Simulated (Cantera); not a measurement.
Charge: 1 mol C, 2.1 mol H2O, 22 mol H2, held at 823 K and 0.780 bar.

Method: chemical equilibrium by Gibbs-energy minimisation in Cantera with the NASA 1993 tables (ideal gas, pure condensed phases). Candidate condensed phases: C, C6H6, C7H8, C8H18, H2O; 110 gas species. The numbers say what is thermodynamically allowed, not how fast it happens.

Base state: H2 0.867, H2O 0.0894, CH4 0.0421, CO 0.000768, CO2 0.000286 (mole fractions); condensed: gas only.

Q: What changes in the equilibrium state with this change: temperature from 823 K to 2625 K?

A: 
| species | before | after |
|---|---|---|
| H2 | 0.867 | 0.874 |
| H | <1e-9 | 0.0449 |
| H2O | 0.0894 | 0.0420 |
| CH4 | 0.0421 | <1e-9 |
| CO | 0.000768 | 0.0387 |
| OH | <1e-9 | 0.000513 |
| O | <1e-9 | 1.70e-5 |
| CO2 | 0.000286 | 0.000284 |
